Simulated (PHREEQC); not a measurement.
## Spent oxide etchant (model solution)

Consider water at 54 °C with 0.048 mol HF, 0.0052 mol (NH4)2SiF6, 0.0022 mol H3BO3 and 0.14 mol H2SO4 per kg of water. Closed to the air; pH follows from the charge balance.

Model: ion-association model, wateq4f.dat, run in PHREEQC.

This is a speciation only: nothing precipitates in the calculation.

Task: Estimate the pH, activity of water.

Result: pH 0.91; activity of water 0.994.

Task: In which forms is F present?

Result: HF 46 %, SiF6-2 39 %, BF4- 11 %, H2F2 3.1 % of the F.

Away from 25 °C the constants follow the database's enthalpies or fits; those with neither stay at their 25 °C values. SiF6-2 is the database's only silicon fluoride. Real BF4- forms and hydrolyses slowly; the run takes it at equilibrium.
